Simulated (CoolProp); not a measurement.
A simple Rankine cycle with R123: condensing at 296.15 K, boiler at 2.76 MPa, turbine inlet 454.3 K, turbine efficiency 0.7, pump efficiency 0.6, no recuperator. Each further row changes one setting.

Model: reference Helmholtz-energy equation of state, Younglove 1994, in CoolProp. It is a modified Benedict-Webb-Rubin equation, recast in Helmholtz form.

```tsv
case	thermal efficiency (%)	net work (kJ/kg)	heat in (kJ/kg)	turbine exit temperature (K)	volume ratio over the turbine
as stated	16.1	41.4	258	357.9	38.8
turbine inlet 474.3 K	16.2	45.6	281	382.3	35.7
condensing temperature 288.15 K	17.0	45.2	266	352.3	52.4
boiler pressure 1.93 MPa	15.2	41.3	272	376.5	23.7
turbine efficiency 0.6	13.6	35.1	258	366.3	39.8
```
